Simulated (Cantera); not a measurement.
**Thermodynamics of iron carbonyl, mercury and lead vapours, feed Pb + H2**

A closed system holds: 1 mol Pb, 0.15 mol H2, equilibrated at 1575 K.

Method: chemical equilibrium by Gibbs-energy minimisation in Cantera with the NASA 1993 tables (ideal gas, pure condensed phases). Candidate condensed phases: Pb; 4 gas species. Kinetics and transport are ignored.

```tsv
P (Pa)	x H2	x Pb	x H	x Pb2	n Pb(l)
10	0.130	0.869	0.00150	1.02e-6	0
36	0.130	0.869	0.000790	3.67e-6	0
130	0.130	0.869	0.000416	1.33e-5	0
460	0.130	0.869	0.000221	4.69e-5	0
1700	0.130	0.869	0.000115	0.000173	0
6000	0.185	0.815	7.29e-5	0.000537	0.338
22000	0.778	0.222	7.81e-5	0.000146	0.957
77000	0.936	0.0635	4.58e-5	4.18e-5	0.990
280000	0.983	0.0175	2.46e-5	1.15e-5	0.997
1000000	0.995	0.00489	1.31e-5	3.22e-6	0.999
```
x: gas mole fraction; n: condensed amount in mol.

From 10.0 Pa to 1700 Pa nothing is condensed. From 6000 Pa to 1000000 Pa the condensed part is Pb(l). The main Pb-bearing gas is Pb throughout.
